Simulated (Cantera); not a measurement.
Input: 1 mol S, 5.6 mol H2O, 4.2 mol O2, 0.022 mol SO2, equilibrated at 2900 K and 7.90 bar.

Cantera equilibrium calculation (NASA polynomials, part measured and part estimated; ideal gas, pure solids and liquids). Equilibrium is a limit: real reactors are often held back by kinetics, nucleation or transport.

| species | before | after |
|---|---|---|
| H2O | 0.508 | 0.403 |
| O2 | 0.299 | 0.262 |
| OH | 0.0623 | 0.126 |
| O | 0.0155 | 0.0561 |
| H | 0.00418 | 0.0252 |
| SO | 0.00262 | 0.0115 |
| H2 | 0.0104 | 0.0335 |
| SO2 | 0.0978 | 0.0815 |
| S | 1.51e-5 | 0.000309 |
| SH | 6.54e-6 | 0.000110 |
| SO3 | 0.000152 | 7.38e-5 |
| HO2 | 0.000173 | 0.000287 |
| H2O2 | 1.18e-5 | 1.59e-5 |
Gas species are given as mole fractions.

Q: What was changed between the two runs?
(A) pressure from 7.90 bar to 4.00 bar
(B) pressure from 7.90 bar to 10.0 mbar
(C) temperature from 2900 K to 3323.15 K
(D) O2 from 4.2 to 2.1 mol

A: C, temperature from 2900 K to 3323.15 K
